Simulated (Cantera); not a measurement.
What does this Cantera script print?

```python
import numpy as np
import cantera as ct

gas_names = [...]  # 109 gases of nasa_gas.yaml made of C, Cl, H, Si
cond_names = """
    C(gr) C6H6(L) C7H8(L) C8H18(L),n-octa Si(cr) Si(L) SiC(b)
""".split()


# ... load() reads the species with a 1 bar reference pressure and builds the phases ...
atoms = {
    'Si(CH3)4': {'Si': 1, 'C': 4, 'H': 12},
    'HCl': {'H': 1, 'CL': 1},
    'H2': {'H': 2},
}
top_T = {'C(gr)': 4500, 'SiC(b)': 3050}  # K; cautious upper limits of use, not melting points


# ... equilibrate(T, P, feed) seeds the gas with the atoms and calls Mixture.equilibrate('TP', solver="vcs", rtol=1e-11, max_steps=5000) ...
results = []
feed = {'Si(CH3)4': 1, 'HCl': 0.19, 'H2': 4}  # mol
P = 55000  # Pa
for T in [1223, 1323, 1423, 1523, 1623, 1723, 1823, 1923, 2023, 2123]:
    mix = equilibrate(T, P, feed)
    results.append((T, P, feed, dict(zip(mix.species_names, mix.species_moles))))

top = {s: max(r[3][s] / sum(r[3][g] for g in gas_names) for r in results) for s in gas_names}
cols = sorted((s for s in top if top[s] > 0.0001), key=lambda s: -top[s])[:5]
seen = [c for c in cond_names if any(r[3].get(c, 0) > 1e-12 for r in results)]
print("log10 of partial pressures in bar; condensed amounts in mol")
print(f"{'T/K':>10s}" + "".join(f"{s[:9]:>10s}" for s in cols + seen))
for T, P, feed, n in results:
    ng = sum(n[g] for g in gas_names)
    print(f"{T:10.4g}" + "".join(f"{np.log10(max(n[s] / ng * P / 1e5, 1e-99)):10.3f}" for s in cols)
          + "".join(f"{n.get(c, 0):10.4g}" for c in seen))
```

It prints:

```
log10 of partial pressures in bar; condensed amounts in mol
       T/K        H2       HCL       CH4         H C2H2,acet     C(gr)    SiC(b)
      1223    -0.271    -1.986    -2.417    -6.657    -7.076      2.93    0.9999
      1323    -0.269    -1.988    -2.706    -5.934    -6.353     2.964    0.9999
      1423    -0.269    -1.989    -2.957    -5.312    -5.733      2.98    0.9999
      1523    -0.268    -1.989    -3.174    -4.770    -5.196     2.987    0.9999
      1623    -0.268    -1.989    -3.365    -4.295    -4.726     2.991    0.9999
      1723    -0.268    -1.990    -3.534    -3.873    -4.312     2.993    0.9998
      1823    -0.268    -1.991    -3.683    -3.497    -3.943     2.992    0.9997
      1923    -0.269    -1.991    -3.817    -3.160    -3.614     2.988    0.9996
      2023    -0.269    -1.993    -3.937    -2.856    -3.318     2.981    0.9993
      2123    -0.271    -1.995    -4.047    -2.581    -3.052     2.966    0.9987
```

Method: chemical equilibrium by Gibbs-energy minimisation in Cantera with the NASA 1993 tables (ideal gas, pure condensed phases). Gases not in the tables: Si2H6 and higher silanes.
